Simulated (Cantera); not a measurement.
Charge: 1 mol CaS, 0.11 mol H2S, 0.053 mol H2O, at 7.50 Torr.

Equilibrium computed with Cantera from the NASA thermochemical tables; the gas is ideal and each condensed phase is pure. Candidate condensed phases: Ca, CaO, Ca(OH)2, CaS, CaSO4, H2O, H2SO4, S; 25 gas species. Rates play no part. All values below are at 1750 K.

Base state: H2 0.497, S2 0.222, H2O 0.217, H2S 0.0301, SH 0.0126, SO2 0.00959, SO 0.00732, S 0.00231 (mole fractions); condensed: CaS(s).

Task: What changes in the equilibrium state with this change: pressure from 7.50 Torr to 600 Torr?

Result: 
| species | before | after |
|---|---|---|
| H2 | 0.497 | 0.371 |
| H2O | 0.217 | 0.258 |
| H2S | 0.0301 | 0.180 |
| S2 | 0.222 | 0.177 |
| SH | 0.0126 | 0.00971 |
| H | 0.00164 | 0.000158 |
| S | 0.00231 | 0.000231 |
| OH | 4.20e-5 | 6.45e-6 |
| CaS(s), mol | 1.00 | 1.00 |

Task: What changes in the equilibrium state with this change: pressure from 7.50 Torr to 8250 Torr?

Result: 
| species | before | after |
|---|---|---|
| H2S | 0.0301 | 0.351 |
| H2O | 0.217 | 0.282 |
| H2 | 0.497 | 0.242 |
| S2 | 0.222 | 0.116 |
| SH | 0.0126 | 0.00634 |
| H | 0.00164 | 3.45e-5 |
| S | 0.00231 | 5.03e-5 |
| OH | 4.20e-5 | 2.35e-6 |
| SO | 0.00732 | 0.000424 |
| SO2 | 0.00959 | 0.00148 |
| CaS(s), mol | 1.00 | 1.00 |
